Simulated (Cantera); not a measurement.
Charge: 1 mol C2H5OH, 0.017 mol O2, at 25000 Pa.

These are equilibrium values from Cantera (NASA tables, ideal gas, pure condensed phases), not measurements of a reactor. Candidate condensed phases: C, C6H6, C7H8, C8H18, H2O; 110 gas species. The numbers say what is thermodynamically allowed, not how fast it happens.

x: gas mole fraction; n: condensed amount in mol.

```json
[
 {"T (K)": "2500", "x H2": "0.699", "x CO": "0.251", "x H": "0.0421", "x C2H2 (acetylene)": "0.00757", "x C2H": "…", "n C(graphite)": "0.903"},
 {"T (K)": "2550", "x H2": "0.689", "x CO": "0.250", "x H": "0.0518", "x C2H2 (acetylene)": "0.00917", "x C2H": "…", "n C(graphite)": "0.888"},
 {"T (K)": "2600", "x H2": "0.677", "x CO": "0.248", "x H": "0.0632", "x C2H2 (acetylene)": "0.0110", "x C2H": "…", "n C(graphite)": "0.872"},
 {"T (K)": "2650", "x H2": "0.664", "x CO": "0.247", "x H": "0.0764", "x C2H2 (acetylene)": "0.0130", "x C2H": "…", "n C(graphite)": "0.853"},
 {"T (K)": "2700", "x H2": "0.648", "x CO": "0.245", "x H": "0.0915", "x C2H2 (acetylene)": "0.0153", "x C2H": "…", "n C(graphite)": "0.831"},
 {"T (K)": "2750", "x H2": "0.631", "x CO": "0.242", "x H": "0.109", "x C2H2 (acetylene)": "0.0177", "x C2H": "…", "n C(graphite)": "0.806"},
 {"T (K)": "2800", "x H2": "0.611", "x CO": "0.240", "x H": "0.128", "x C2H2 (acetylene)": "0.0204", "x C2H": "…", "n C(graphite)": "0.778"},
 {"T (K)": "2850", "x H2": "0.589", "x CO": "0.237", "x H": "0.149", "x C2H2 (acetylene)": "0.0232", "x C2H": "…", "n C(graphite)": "0.746"},
 {"T (K)": "2900", "x H2": "0.565", "x CO": "0.234", "x H": "0.173", "x C2H2 (acetylene)": "0.0260", "x C2H": "…", "n C(graphite)": "0.709"},
 {"T (K)": "2950", "x H2": "0.539", "x CO": "0.230", "x H": "0.198", "x C2H2 (acetylene)": "0.0289", "x C2H": "…", "n C(graphite)": "0.667"},
 {"T (K)": "3000", "x H2": "0.511", "x CO": "0.227", "x H": "0.226", "x C2H2 (acetylene)": "0.0318", "x C2H": "…", "n C(graphite)": "0.617"}
]
```

Task: Fill in the missing entries.

Result: 
- 2500, x C2H: 3.27e-5
- 2550, x C2H: 5.49e-5
- 2600, x C2H: 9.02e-5
- 2650, x C2H: 0.000145
- 2700, x C2H: 0.000229
- 2750, x C2H: 0.000354
- 2800, x C2H: 0.000538
- 2850, x C2H: 0.000804
- 2900, x C2H: 0.00118
- 2950, x C2H: 0.00170
- 3000, x C2H: 0.00241
